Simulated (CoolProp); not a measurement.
Cyclohexane along the isotherm 558.4 K: Z from the reference equation and from simpler models built on Tc = 553.6 K, pc = 40.81 bar, ω = 0.209; each cubic takes its own stable root.

Values from CoolProp's reference Helmholtz-energy equation of state, Zhou 2014.

```csv
p (bar),phase,reference
20.4,gas,0.8090
40.8,gas,0.4572
61.2,supercritical,0.2525
81.6,supercritical,0.3119
102,supercritical,0.3730
122,supercritical,0.4325
143,supercritical,0.4941
163,supercritical,0.5520
184,supercritical,0.6120
204,supercritical,0.6685
```

### Question
How far does each simpler model (van der Waals, Redlich-Kwong, Soave-Redlich-Kwong, Peng-Robinson) lie from the reference over these 10 states: mean and median of the absolute difference, and the worst?

### Answer
- van der Waals: mean 30.4 %, median 35.5 %, worst +39.4 % at 558.4 K and 61.2 bar
- Redlich-Kwong: mean 8.2 %, median 7.7 %, worst +16.8 % at 558.4 K and 61.2 bar
- Soave-Redlich-Kwong: mean 8.6 %, median 7.9 %, worst +17.5 % at 558.4 K and 61.2 bar
- Peng-Robinson: mean 2.8 %, median 2.5 %, worst +6.3 % at 558.4 K and 61.2 bar
